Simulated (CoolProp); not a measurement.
Dodecamethylpentasiloxane (MD3M) along the isotherm 346.85 °C: fugacity coefficient from the reference equation and from simpler models built on Tc = 354.9 °C, pc = 954.0 kPa, ω = 0.730; each cubic takes its own stable root.

The numbers come from the reference Helmholtz-energy equation of state, Thol 2019 in CoolProp.

```csv
p (kPa),phase,reference
734,gas,0.7128
1470,liquid,0.4255
2200,liquid,0.3177
2940,liquid,0.2646
3670,liquid,0.2349
4400,liquid,0.2166
5140,liquid,0.2049
5870,liquid,0.1976
6600,liquid,0.1933
7340,liquid,0.1912
8070,liquid,0.1909
8810,liquid,0.1920
9540,liquid,0.1942
```

Task: How far does each simpler model (van der Waals, Redlich-Kwong, Soave-Redlich-Kwong, Peng-Robinson) lie from the reference over these 13 states: mean and median of the absolute difference, and the worst?

Result: 
- van der Waals: mean 48.5 %, median 48.7 %, worst +86.5 % at 346.85 °C and 9540 kPa
- Redlich-Kwong: mean 16.0 %, median 17.3 %, worst +22.3 % at 346.85 °C and 9540 kPa
- Soave-Redlich-Kwong: mean 12.5 %, median 13.6 %, worst +18.1 % at 346.85 °C and 9540 kPa
- Peng-Robinson: mean 1.4 %, median 1.5 %, worst +2.4 % at 346.85 °C and 3670 kPa
